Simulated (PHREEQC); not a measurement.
Make-up at 25 °C: 22 mmol/kgw TMAH and 59 mmol/kgw NaHF2. Closed to the air; pH follows from the charge balance.

The numbers come from PHREEQC with the ion-association model, wateq4f.dat.

```tsv
quantity	before	after
pH	3.51	13.04
ionic strength (mol/kgw)	0.0799	0.277
F- (mol/kgw)	0.0726	0.116
HF (mol/kgw)	0.0258	1.01e-11
NaF (mol/kgw)	0.00146	0.00178
```

Task: Which change was made?
(A) NaHF2 from 0.059 to 0.0885 mol/kgw
(B) diluted 10-fold with water
(C) NaHF2 from 0.059 to 0.295 mol/kgw
(D) TMAH from 0.022 to 0.22 mol/kgw
(E) NaHF2 from 0.059 to 0.0649 mol/kgw

Result: D, TMAH from 0.022 to 0.22 mol/kgw

No solid was allowed to form. (CH3)4N+ isn't in the database: it is added as a free cation with an ion size of 4 Å.
